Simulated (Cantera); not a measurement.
A closed system holds: 1 mol Si, 0.047 mol H₂O, 210 mol N₂, held at 13300 Pa.

Equilibrium computed with Cantera from the NASA thermochemical tables; the gas is ideal and each condensed phase is pure. Candidate condensed phases: H₂O, Si, SiO₂, Si₂N₂O, Si₃N₄; 35 gas species. N₂ is the only nitrogen source here; it is nearly inert below about 1500 K, so the nitride shown seldom forms there in practice. Mutual solubility and eutectic melting of coexisting phases are not modelled. Rates play no part.

Which condensed phases are stable at each of these points (T (K)): 923, 1073, 1223, 1373, 1523, 1673, 1823, 1973?


```tsv
T (K)	condensed phases	Si condensed (%)
923	Si₂N₂O(s) + Si₃N₄(s)	100.0
1073	Si₂N₂O(s) + Si₃N₄(s)	100.0
1223	Si₂N₂O(s) + Si₃N₄(s)	100.0
1373	Si₂N₂O(s) + Si₃N₄(s)	100.0
1523	Si₂N₂O(s) + Si₃N₄(s)	100.0
1673	Si₂N₂O(s) + Si₃N₄(s)	98.9
1823	Si₃N₄(s)	95.1
1973	Si₃N₄(s)	89.1
```

From 923 K to 1673 K the condensed part is Si₂N₂O(s) + Si₃N₄(s). From 1823 K to 1973 K the condensed part is Si₃N₄(s).
